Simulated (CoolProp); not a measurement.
Vapour-liquid equilibrium of hydrogen chloride (1) + propane (2) at 0.848 MPa; x and y are mole fractions of (1).

The numbers come from the multi-fluid Helmholtz-energy mixture model, Thol 2018 and Lemmon 2009; pair parameters Bell 2016 in CoolProp.

### Question
Give the bubble temperature and the first vapour's composition at x = 0.275, 0.65, 0.875. Is there an azeotrope?

### Answer
x = 0.275: 253.8 K, y = 0.739; x = 0.65: 241.3 K, y = 0.881; x = 0.875: 237.8 K, y = 0.942. No azeotrope shows between x = 0.05 and 0.95.

Pair parameters are fitted to limited data, so mixtures are less certain than the pure fluids.
